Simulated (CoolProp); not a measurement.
A single-stage vapour-compression cycle with the fluid: evaporating at 283.15 K (dew point), condensing at 335.15 K (bubble point), superheat 0 K, subcooling 5 K, compressor efficiency 0.85, no pressure losses. The same conditions are run with several fluids, on thermodynamics alone (safety and materials aside).

Model: reference Helmholtz-energy equation of state of each fluid (R113: Marx 1992; n-perfluoropentane: Gao 2022; R115: Lemmon 2016; R365MFC: Lemmon 2016; neopentane: Lemmon 2006; c-C4F8 (RC318): Platzer 1990), in CoolProp. The equations of Platzer and Polt are older, rougher fits.

### Question
Rank R113, n-perfluoropentane, R115, R365MFC, neopentane, c-C4F8 (RC318) by cooling COP, highest first.

### Answer
R113 (3.88), R365MFC (3.74), neopentane (3.60), c-C4F8 (RC318) (3.08), n-perfluoropentane (2.99), R115 (2.73)

```
fluid               pressure ratio  refrigerating effect (kJ/kg)  volumetric capacity (kJ/m³)  vapour fraction after the valve
------------------  --------------  ----------------------------  ---------------------------  -------------------------------
R113                          6.67                           112                          217                            0.280
n-perfluoropentane            6.22                          46.0                          274                            0.521
R115                          3.60                          49.1                         2270                            0.524
R365MFC                       7.03                           136                          260                            0.325
neopentane                    4.69                           204                          675                            0.353
c-C4F8 (RC318)                4.69                          57.1                          979                            0.484
```

The compression ends wet for: R113; n-perfluoropentane; R115; R365MFC; neopentane; c-C4F8 (RC318).
